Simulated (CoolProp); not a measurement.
A single-stage vapour-compression cycle with R404A: evaporating at 233.15 K (dew point), condensing at 294.15 K (bubble point), superheat 0 K, subcooling 8 K, compressor efficiency 0.6, no pressure losses. Each further row changes one setting.

Computed with CoolProp (reference Helmholtz-energy equation of state, Lemmon 2003). It is a pseudo-pure fit of the blend.

```tsv
case	cooling COP	pressure ratio	discharge temperature (K)	refrigerating effect (kJ/kg)	volumetric capacity (kJ/m³)
as stated	1.73	8.61	331.6	125	874
evaporating temperature 238.15 K	1.98	6.89	327.2	[?]	[?]
condensing temperature 289.15 K	1.96	7.50	325.0	132	924
subcooling 13 K	[?]	8.61	331.6	132	924
superheat 10 K	1.74	8.61	343.1	133	884
compressor efficiency 0.5	1.44	8.61	345.3	125	874
```

Task: Complete the blanks.

Result: 
- evaporating temperature 238.15 K, refrigerating effect (kJ/kg): 128
- evaporating temperature 238.15 K, volumetric capacity (kJ/m³): 1100
- subcooling 13 K, cooling COP: 1.83
